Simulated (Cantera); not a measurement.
Charge: 1 mol PbO, a varied amount of CH₄, 1.8 mol H₂, held at 1575 K and 0.590 bar.

Method: chemical equilibrium by Gibbs-energy minimisation in Cantera with the NASA 1993 tables (ideal gas, pure condensed phases). Candidate condensed phases: C, C₆H₆, C₇H₈, C₈H₁₈, H₂O, Pb, PbO, PbO₂, Pb₃O₄; 113 gas species. Kinetics and transport are ignored.

x: gas mole fraction; n: condensed amount in mol.

```
n(CH₄) (mol)   x H₂    x CO    x Pb    x H₂O     x CO₂     x CH₄  n Pb(l)  n C(graphite)
------------  -----  ------  ------  -------  --------  --------  -------  -------------
0.71          0.689   0.161  0.0828   0.0626   0.00504   5.44e-7    0.645              0
0.94          0.720   0.186  0.0828   0.0109  0.000973   4.11e-6    0.582              0
1.3           0.746   0.170  0.0828  7.68e-5   6.02e-6  0.000598    0.512          0.297
1.7           0.768       ?  0.0828        ?         ?  0.000633        ?              ?
2.2           0.789       ?  0.0828        ?         ?  0.000668        ?              ?
2.9           0.810   0.107  0.0828  5.23e-5   2.37e-6  0.000703    0.223           1.89
3.9           0.830  0.0865  0.0828  4.35e-5   1.56e-6  0.000739   0.0421           2.89
```

**Question.** Fill in the missing entries.

**Answer.** 
- 1.7, x CO: 0.148
- 1.7, x H₂O: 6.88e-5
- 1.7, x CO₂: 4.57e-6
- 1.7, n Pb(l): 0.440
- 1.7, n C(graphite): 0.696
- 2.2, x CO: 0.127
- 2.2, x H₂O: 6.09e-5
- 2.2, x CO₂: 3.39e-6
- 2.2, n Pb(l): 0.349
- 2.2, n C(graphite): 1.19
